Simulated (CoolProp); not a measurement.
The numbers come from the reference Helmholtz-energy equation of state, Wu 2012 in CoolProp.

For fluoroethane (R161), give the phase and the Z, cv (kJ/(kg K)), Joule-Thomson coefficient (K/MPa), expansivity (1/kK) at 368 K and 5 MPa; 412.7 K and 5 MPa; 435.1 K and 5 MPa.


- 368 K and 5 MPa: liquid; Z 0.156, cv 1.76, Joule-Thomson coefficient 2.34, expansivity 15.4
- 412.7 K and 5 MPa: gas; Z 0.698, cv 1.61, Joule-Thomson coefficient 8.93, expansivity 7.60
- 435.1 K and 5 MPa: gas; Z 0.764, cv 1.60, Joule-Thomson coefficient 7.24, expansivity 5.40
